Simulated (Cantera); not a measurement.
Charge: 1 mol NiS, 73 mol H2, held at 698 K and 0.133 bar.

Method: chemical equilibrium by Gibbs-energy minimisation in Cantera with the NASA 1993 tables (ideal gas, pure condensed phases). Candidate condensed phases: Ni, NiS, NiS2, Ni3S2, Ni3S4, S; 9 gas species. Rates play no part.

Base state: H2 0.995, H2S 0.00457 (mole fractions); condensed: Ni3S2(s).

Task: What changes in the equilibrium state with this change: temperature from 698 K to 2223.15 K?

Result: 
```csv
species,before,after
H2,0.995,0.958
H,<1e-9,0.0172
Ni,<1e-9,0.0124
SH,<1e-9,0.00405
S2,<1e-9,0.00137
S,<1e-9,0.00120
NiS,<1e-9,0.000898
H2S,0.00457,0.00444
"Ni3S2(s), mol",0.333,0
```
